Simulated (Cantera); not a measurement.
An isothermal, constant-pressure homogeneous reactor starts with 54.9 % NO, 45.1 % N2, at 1573 K and 100.0 Torr.

Cantera simulation using GRI-Mech 3.0 (53 species, 325 reactions); the numbers are that mechanism's predictions, not measurements.

x: mole fraction; the columns are a selection and need not sum to one.

```json
[
 {"t (s)": "0.000500", "x NO": "0.549", "x N2": "0.451", "x O2": "7.20e-10", "x N2O": "[?]", "x O": "2.96e-7", "x NO2": "1.59e-7"},
 {"t (s)": "0.00128", "x NO": "0.549", "x N2": "0.451", "x O2": "3.75e-9", "x N2O": "[?]", "x O": "4.48e-7", "x NO2": "7.18e-7"},
 {"t (s)": "0.00327", "x NO": "0.549", "x N2": "0.451", "x O2": "1.86e-8", "x N2O": "[?]", "x O": "5.21e-7", "x NO2": "2.48e-6"},
 {"t (s)": "0.00836", "x NO": "0.549", "x N2": "0.451", "x O2": "1.02e-7", "x N2O": "[?]", "x O": "6.06e-7", "x NO2": "7.12e-6"},
 {"t (s)": "0.0214", "x NO": "0.549", "x N2": "0.451", "x O2": "7.14e-7", "x N2O": "[?]", "x O": "8.12e-7", "x NO2": "1.91e-5"},
 {"t (s)": "0.0547", "x NO": "0.549", "x N2": "0.451", "x O2": "6.15e-6", "x N2O": "[?]", "x O": "1.24e-6", "x NO2": "4.71e-5"},
 {"t (s)": "0.140", "x NO": "0.549", "x N2": "0.451", "x O2": "4.78e-5", "x N2O": "[?]", "x O": "1.78e-6", "x NO2": "8.61e-5"},
 {"t (s)": "0.358", "x NO": "0.549", "x N2": "0.451", "x O2": "0.000226", "x N2O": "9.82e-5", "x O": "2.05e-6", "x NO2": "0.000104"},
 {"t (s)": "0.914", "x NO": "0.548", "x N2": "0.451", "x O2": "0.000731", "x N2O": "0.000102", "x O": "2.19e-6", "x NO2": "0.000112"},
 {"t (s)": "2.34", "x NO": "0.545", "x N2": "0.453", "x O2": "0.00202", "x N2O": "0.000101", "x O": "2.44e-6", "x NO2": "0.000128"},
 {"t (s)": "5.98", "x NO": "0.539", "x N2": "0.456", "x O2": "0.00528", "x N2O": "9.81e-5", "x O": "2.97e-6", "x NO2": "0.000161"},
 {"t (s)": "15.3", "x NO": "0.522", "x N2": "0.464", "x O2": "0.0133", "x N2O": "9.16e-5", "x O": "3.97e-6", "x NO2": "0.000220"},
 {"t (s)": "39.1", "x NO": "0.485", "x N2": "0.483", "x O2": "0.0321", "x N2O": "[?]", "x O": "5.63e-6", "x NO2": "0.000302"},
 {"t (s)": "100", "x NO": "0.408", "x N2": "0.521", "x O2": "0.0706", "x N2O": "[?]", "x O": "7.96e-6", "x NO2": "0.000372"}
]
```

**Question.** Some entries are withheld; supply them.

**Answer.** 
- 0.000500, x N2O: 4.53e-7
- 0.00128, x N2O: 1.15e-6
- 0.00327, x N2O: 2.93e-6
- 0.00836, x N2O: 7.32e-6
- 0.0214, x N2O: 1.77e-5
- 0.0547, x N2O: 3.94e-5
- 0.140, x N2O: 7.30e-5
- 39.1, x N2O: 7.80e-5
- 100, x N2O: 5.43e-5
